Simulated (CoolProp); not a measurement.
Values from CoolProp's reference Helmholtz-energy equation of state, Kamei 1995.

### Question
For R22, give the phase and the Joule-Thomson coefficient (K/MPa), viscosity (µPa s) at -113.05 °C and 19.9 MPa; 105.25 °C and 0.249 MPa.

### Answer
- -113.05 °C and 19.9 MPa: liquid; Joule-Thomson coefficient -0.444, viscosity 1450
- 105.25 °C and 0.249 MPa: gas; Joule-Thomson coefficient 10.8, viscosity 17.5

Viscosity comes from a separate model (Bell 2016), an estimate that may be off by 10 % or more.
